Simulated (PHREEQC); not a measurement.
Solution (20 °C): 37 mmol/kgw HCl, 2.3 mmol/kgw Al2(SO4)3 and 1.7 mmol/kgw MgSO4. Closed to the air; pH follows from the charge balance.

Computed with PHREEQC (ion-association model, phreeqc.dat).

**Question.** The ionic strength comes out as 0.0567 mol/kgw. What activity coefficients do AlHSO4+2, Al(SO4)2-, Cl-, Al+3, HSO4- get?

**Answer.** AlHSO4+2 0.44, Al(SO4)2- 0.81, Cl- 0.81, Al+3 0.23, HSO4- 0.81.

Precipitation was switched off in this run.
